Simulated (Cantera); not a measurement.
An isothermal, constant-pressure homogeneous reactor starts with CH₄ : N₂ = 1 : 3 (molar parts), at 1698 K and 0.000650 bar. Integrator tolerance rtol = 1e-08.

Cantera simulation using GRI-Mech 3.0 (53 species, 325 reactions); the numbers are that mechanism's predictions, not measurements. GRI-Mech 3.0 stops at C3 and has no aromatics, soot or wall deposition, so with more carbon than oxygen in the feed, carbon stays in small species such as C2H2 where larger ones or solid carbon would form. Radical loss at walls, strong at low pressure, is not modelled.

Task: What does this change do: CH4 1 to 1.8 parts?

Result: 
| quantity | before | after |
|---|---|---|
| x(CH₄) at 8.00 s | 0.0262 (gas-phase equilibrium 3.09e-6) | 0.0277 (gas-phase equilibrium 6.27e-6) |
| x(H₂) at 8.00 s | 0.267 (gas-phase equilibrium 0.298) | 0.377 (gas-phase equilibrium 0.407) |
| x(C₂H₂) at 8.00 s | 0.0889 (gas-phase equilibrium 0.0514) | 0.126 (gas-phase equilibrium 0.0834) |
| x(HCN) at 8.00 s | 1.75e-6 (gas-phase equilibrium 0.0969) | 1.55e-6 (gas-phase equilibrium 0.105) |
| x(C₂H) at 8.00 s | 8.57e-7 (gas-phase equilibrium 2.97e-6) | 1.21e-6 (gas-phase equilibrium 4.13e-6) |
| x(H) at 8.00 s | 0.000467 (gas-phase equilibrium 0.00312) | 0.000659 (gas-phase equilibrium 0.00364) |
| x(CH₂) at 8.00 s | 1.37e-6 (gas-phase equilibrium 7.06e-9) | 1.44e-6 (gas-phase equilibrium 1.05e-8) |

Task: What does this change do: CH4 1 to 4.8 parts?

Result: 
| quantity | before | after |
|---|---|---|
| x(CH₄) at 8.00 s | 0.0262 (gas-phase equilibrium 3.09e-6) | 0.0283 (gas-phase equilibrium 1.36e-5) |
| x(H₂) at 8.00 s | 0.267 (gas-phase equilibrium 0.298) | 0.544 (gas-phase equilibrium 0.568) |
| x(C₂H₂) at 8.00 s | 0.0889 (gas-phase equilibrium 0.0514) | 0.181 (gas-phase equilibrium 0.143) |
| x(HCN) at 8.00 s | 1.75e-6 (gas-phase equilibrium 0.0969) | 9.52e-7 (gas-phase equilibrium 0.0949) |
| x(C₂H) at 8.00 s | 8.57e-7 (gas-phase equilibrium 2.97e-6) | 1.80e-6 (gas-phase equilibrium 5.97e-6) |
| x(H) at 8.00 s | 0.000467 (gas-phase equilibrium 0.00312) | 0.000979 (gas-phase equilibrium 0.00431) |
| x(CH₂) at 8.00 s | 1.37e-6 (gas-phase equilibrium 7.06e-9) | 1.50e-6 (gas-phase equilibrium 1.62e-8) |
